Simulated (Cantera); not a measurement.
What does this Cantera script print?

```python
import numpy as np
import cantera as ct

gas_names = [...]  # 113 gases of nasa_gas.yaml made of C, H, O, Pb
cond_names = """
    C(gr) C6H6(L) C7H8(L) C8H18(L),n-octa H2O(s) H2O(L) Pb(cr) Pb(L) PbO(rd) PbO(yw) PbO(L) PbO2(s)
    Pb3O4(s)
""".split()


# ... load() reads the species with a 1 bar reference pressure and builds the phases ...
atoms = {
    'Pb': {'Pb': 1},
    'CO': {'C': 1, 'O': 1},
    'H2': {'H': 2},
}
top_T = {'C(gr)': 4500, 'Pb3O4(s)': 820}  # K; cautious upper limits of use, not melting points


# ... equilibrate(T, P, feed) seeds the gas with the atoms and calls Mixture.equilibrate('TP', solver="vcs", rtol=1e-11, max_steps=5000) ...
results = []
feed = {'Pb': 1, 'CO': 0.46, 'H2': 0.54}  # mol
for P in [10, 52, 270, 1400, 7200, 37000, 190000, 1000000]:
    for T in [1348, 1373, 1398, 1423, 1448, 1473, 1498, 1523, 1548, 1573, 1598, 1623, 1648]:
        mix = equilibrate(T, P, feed)
        results.append((T, P, feed, dict(zip(mix.species_names, mix.species_moles))))

for T, P, feed, n in results:
    print(f"{T:7g} {P:10.4g}  " + (" + ".join(c for c in cond_names if n.get(c, 0) > 1e-12) or "gas only"))
```

It prints:

```
   1348         10  gas only
   1373         10  gas only
   1398         10  gas only
   1423         10  gas only
   1448         10  gas only
   1473         10  gas only
   1498         10  gas only
   1523         10  gas only
   1548         10  gas only
   1573         10  gas only
   1598         10  gas only
   1623         10  gas only
   1648         10  gas only
   1348         52  gas only
   1373         52  gas only
   1398         52  gas only
   1423         52  gas only
   1448         52  gas only
   1473         52  gas only
   1498         52  gas only
   1523         52  gas only
   1548         52  gas only
   1573         52  gas only
   1598         52  gas only
   1623         52  gas only
   1648         52  gas only
   1348        270  gas only
   1373        270  gas only
   1398        270  gas only
   1423        270  gas only
   1448        270  gas only
   1473        270  gas only
   1498        270  gas only
   1523        270  gas only
   1548        270  gas only
   1573        270  gas only
   1598        270  gas only
   1623        270  gas only
   1648        270  gas only
   1348       1400  C(gr) + Pb(L)
   1373       1400  Pb(L)
   1398       1400  gas only
   1423       1400  gas only
   1448       1400  gas only
   1473       1400  gas only
   1498       1400  gas only
   1523       1400  gas only
   1548       1400  gas only
   1573       1400  gas only
   1598       1400  gas only
   1623       1400  gas only
   1648       1400  gas only
   1348       7200  C(gr) + Pb(L)
   1373       7200  C(gr) + Pb(L)
   1398       7200  Pb(L)
   1423       7200  Pb(L)
   1448       7200  Pb(L)
   1473       7200  Pb(L)
   1498       7200  Pb(L)
   1523       7200  Pb(L)
   1548       7200  gas only
   1573       7200  gas only
   1598       7200  gas only
   1623       7200  gas only
   1648       7200  gas only
   1348    3.7e+04  C(gr) + Pb(L)
   1373    3.7e+04  C(gr) + Pb(L)
   1398    3.7e+04  C(gr) + Pb(L)
   1423    3.7e+04  Pb(L)
   1448    3.7e+04  Pb(L)
   1473    3.7e+04  Pb(L)
   1498    3.7e+04  Pb(L)
   1523    3.7e+04  Pb(L)
   1548    3.7e+04  Pb(L)
   1573    3.7e+04  Pb(L)
   1598    3.7e+04  Pb(L)
   1623    3.7e+04  Pb(L)
   1648    3.7e+04  Pb(L)
   1348    1.9e+05  C(gr) + Pb(L)
   1373    1.9e+05  C(gr) + Pb(L)
   1398    1.9e+05  C(gr) + Pb(L)
   1423    1.9e+05  Pb(L)
   1448    1.9e+05  Pb(L)
   1473    1.9e+05  Pb(L)
   1498    1.9e+05  Pb(L)
   1523    1.9e+05  Pb(L)
   1548    1.9e+05  Pb(L)
   1573    1.9e+05  Pb(L)
   1598    1.9e+05  Pb(L)
   1623    1.9e+05  Pb(L)
   1648    1.9e+05  Pb(L)
   1348      1e+06  C(gr) + Pb(L)
   1373      1e+06  C(gr) + Pb(L)
   1398      1e+06  C(gr) + Pb(L)
   1423      1e+06  Pb(L)
   1448      1e+06  Pb(L)
   1473      1e+06  Pb(L)
   1498      1e+06  Pb(L)
   1523      1e+06  Pb(L)
   1548      1e+06  Pb(L)
   1573      1e+06  Pb(L)
   1598      1e+06  Pb(L)
   1623      1e+06  Pb(L)
   1648      1e+06  Pb(L)
```

Method: chemical equilibrium by Gibbs-energy minimisation in Cantera with the NASA 1993 tables (ideal gas, pure condensed phases).
